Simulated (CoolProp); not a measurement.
R141b at several states: fugacity coefficient from the reference equation and from simpler models built on Tc = 477.5 K, pc = 4.212 MPa, ω = 0.220; each cubic takes its own stable root.

Values from CoolProp's reference Helmholtz-energy equation of state, Lemmon 2006. It is a short technical equation, of lower accuracy than the large ones.

```
T (K)  p (MPa)   phase  reference  van der Waals  Redlich-Kwong  Soave-Redlich-Kwong
-----  -------  ------  ---------  -------------  -------------  -------------------
441       6.42  liquid     0.3278         0.4209         0.3567               0.3368
210.6    0.649  liquid  0.0009091        0.07520       0.002219            0.0009627
450.4     3.46  liquid     0.6096         0.7021         0.6373               0.6144
334.6    0.526  liquid     0.4598         0.9150         0.6536               0.4631
336.7     1.65  liquid     0.1614         0.4780         0.2290               0.1632
```

At some of these states van der Waals gives the other phase, because its saturation line lies elsewhere.
